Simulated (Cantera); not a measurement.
A closed system holds: 1 mol PbO, 160 mol H2, 3 mol H2O, held at 750 °C and 13.3 mbar.

Method: chemical equilibrium by Gibbs-energy minimisation in Cantera with the NASA 1993 tables (ideal gas, pure condensed phases). Candidate condensed phases: H2O, Pb, PbO, PbO2, Pb3O4; 12 gas species. Kinetics and transport are ignored.

Base state: H2 0.974, H2O 0.0245, Pb 0.00201 (mole fractions); condensed: Pb(l).

**Question.** What changes in the equilibrium state with this change: pressure from 13.3 mbar to 0.440 bar?

**Answer.** 
```tsv
species	before	after
H2	0.974	0.975
H2O	0.0245	0.0245
Pb	0.00201	6.08e-5
Pb(l), mol	0.672	0.990
```
